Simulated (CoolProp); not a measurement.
Vapour-liquid equilibrium of ethylene (1) + carbon dioxide (2) at 241.9 K; x and y are mole fractions of (1).

Model: multi-fluid Helmholtz-energy mixture model, Smukala 2000 and Span 1996; pair parameters Bell 2016, in CoolProp.

```csv
x,bubble pressure (bar),y at the bubble point,dew pressure at overall composition x (bar),liquid density (mol/L)
0.05,14.68,0.101,14.17,23.89
0.2,16.76,0.299,15.72,22.05
0.35,18.00,0.433,17.26,20.45
0.5,18.77,0.549,18.49,19.06
0.65,19.17,0.666,19.14,17.88
0.8,19.22,0.794,19.22,16.87
0.95,18.90,0.944,18.88,16.01
```

y crosses x between x = 0.65 and 0.8: the model has an azeotrope there.

The pair parameters rest on a limited set of measurements; away from them the model extrapolates.
